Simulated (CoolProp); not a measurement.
A single-stage vapour-compression cycle with C3F8 (R218): evaporating at 209.15 K (dew point), condensing at 251.15 K (bubble point), superheat 5 K, subcooling 8 K, compressor efficiency 0.6, no pressure losses. Each further row changes one setting.

Model: reference Helmholtz-energy equation of state, Lemmon 2006, in CoolProp. It is a short technical equation, of lower accuracy than the large ones.

```tsv
case	cooling COP	pressure ratio	discharge temperature (K)	refrigerating effect (kJ/kg)	volumetric capacity (kJ/m³)
as stated	2.56	7.75	265.5	85.3	224
evaporating temperature 214.15 K	3.07	[?]	263.6	88.3	305
condensing temperature 246.15 K	3.02	6.34	[?]	90.2	237
subcooling 13 K	2.71	7.75	265.5	90.2	237
superheat 15 K	2.63	7.75	[?]	91.9	230
compressor efficiency 0.5	2.14	7.75	274.1	85.3	224
```

**Question.** Fill in the missing entries.

**Answer.** 
- evaporating temperature 214.15 K, pressure ratio: 5.77
- condensing temperature 246.15 K, discharge temperature (K): 260.4
- superheat 15 K, discharge temperature (K): 276.3
